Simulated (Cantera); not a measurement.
Charge: 1 mol Fe2O3, 670 mol H2, 34 mol N2, at 82.0 Pa.

Equilibrium computed with Cantera from the NASA thermochemical tables; the gas is ideal and each condensed phase is pure. Candidate condensed phases: Fe, FeO, Fe(OH)2, Fe(OH)3, Fe2O3, Fe3O4, H2O; 27 gas species. Kinetics and transport are ignored.

Which condensed phases are stable at each of these points (T (K)): 948, 1048, 1148, 1248, 1348, 1448, 1548, 1648?


| T (K) | condensed phases | Fe condensed (%) |
|---|---|---|
| 948 | Fe(α) | 100.0 |
| 1048 | Fe(α) | 100.0 |
| 1148 | Fe(α) | 100.0 |
| 1248 | Fe(γ) | 100.0 |
| 1348 | Fe(γ) | 99.8 |
| 1448 | Fe(γ) | 98.0 |
| 1548 | Fe(γ) | 82.7 |
| 1648 | gas only | 0.0 |

From 948 K to 1148 K the condensed part is Fe(α). From 1248 K to 1548 K the condensed part is Fe(γ). At 1648 K nothing is condensed.
